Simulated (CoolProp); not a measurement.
Vapour-liquid equilibrium of dimethyl ether (1) + R236FA (2) at 235.4 K; x and y are mole fractions of (1).

Model: multi-fluid Helmholtz-energy mixture model, Wu 2011 and Pan 2012; pair parameters Bell 2016, in CoolProp.

```tsv
x	bubble pressure, mixture model (MPa)	bubble pressure, Raoult's law (MPa)	y, mixture model	y, Raoult's law
0.05	0.01704	0.01870	0.067	0.149
0.125	___	0.02161	0.177	0.322
0.2	___	0.02452	0.297	0.453
0.275	0.01983	0.02743	0.421	0.557
0.35	0.02158	0.03034	___	0.641
0.425	0.02387	0.03325	0.654	0.710
0.5	0.02676	0.03616	___	0.768
0.575	0.03025	0.03908	___	0.818
0.65	___	0.04199	0.888	0.860
0.725	0.03880	0.04490	0.932	0.897
0.8	0.04355	0.04781	0.962	0.930
0.875	0.04832	0.05072	0.982	0.959
0.95	0.05284	0.05363	0.994	0.984
```

Q: Fill in the missing entries.

A: 
- 0.125, bubble pressure, mixture model (MPa): 0.01766
- 0.2, bubble pressure, mixture model (MPa): 0.01856
- 0.35, y, mixture model: 0.542
- 0.5, y, mixture model: 0.751
- 0.575, y, mixture model: 0.829
- 0.65, bubble pressure, mixture model (MPa): 0.03430

The largest gap from Raoult's law is -28.9 % in bubble pressure, at x = 0.35. No azeotrope shows between x = 0.05 and 0.95.

The pair parameters rest on a limited set of measurements; away from them the model extrapolates.
